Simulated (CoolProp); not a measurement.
The numbers come from the reference Helmholtz-energy equation of state, Thol 2015 in CoolProp.

Q: Give the vapour pressure (MPa), vapour density (kg/m³), enthalpy of vaporisation (kJ/kg), liquid cp (kJ/(kg K)) of saturated octamethylcyclotetrasiloxane (D4) at 356.2, 411.9 K.

A: 
| T (K) | p (MPa) | vapour density (kg/m³) | enthalpy of vaporisation (kJ/kg) | liquid cp (kJ/(kg K)) |
|---|---|---|---|---|
| 356.2 | 0.00416 | 0.419 | 165 | 1.78 |
| 411.9 | 0.0355 | 3.19 | 145 | 1.90 |
